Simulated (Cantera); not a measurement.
## Equilibrium for iron carbonyl, mercury and lead vapours: Fe(CO)5 + H2

Charge: 1 mol Fe(CO)5, 0.62 mol H2, equilibrated at 802 °C.

These are equilibrium values from Cantera (NASA tables, ideal gas, pure condensed phases), not measurements of a reactor. Candidate condensed phases: C, C6H6, C7H8, C8H18, Fe, Fe(CO)5, FeO, Fe(OH)2, Fe(OH)3, Fe2O3, Fe3O4, H2O; 114 gas species. The tables' stoichiometric FeO is somewhat more stable than real wüstite, so its field is too wide. FeO: taken at fixed stoichiometry. Condensed phases not in the tables: cementite and carbon dissolved in iron. Rates play no part.

At 10.0 Pa the condensed part is Fe(α). From 1.00 mbar to 1.00 bar the condensed part is C(graphite) + Fe(α). At 10.0 bar the condensed part is C(graphite) + FeO(s).

```
P (Pa)    x CO     x CO2   x H2     x H2O     x CH4      x H   x HCOOH  x HCHO (formaldehyde)  n Fe(α)  n C(graphite)  n FeO(s)
-------  -----  --------  -----  --------  --------  -------  --------  ---------------------  -------  -------------  --------
10       0.890   1.08e-5  0.110   1.24e-6   5.49e-8  4.87e-7    <1e-12               5.20e-12     1.00              0         0
100      0.890  0.000108  0.110   1.24e-5   5.49e-7  1.54e-7    <1e-12               5.20e-11     1.00       0.000671         0
1000     0.888   0.00107  0.110  0.000124   5.49e-6  4.87e-8  1.04e-12               5.19e-10     1.00        0.00669         0
10000    0.878    0.0105  0.110   0.00122   5.48e-5  1.54e-8  1.02e-10                5.13e-9     1.00         0.0647         0
100000   0.794    0.0857  0.109    0.0109  0.000536  4.85e-9   8.21e-9                4.58e-8     1.00          0.492         0
1000000  0.490     0.327  0.109    0.0678   0.00539  1.53e-9   3.14e-7                2.84e-7        0           2.28      1.00
```
x: gas mole fraction; n: condensed amount in mol.
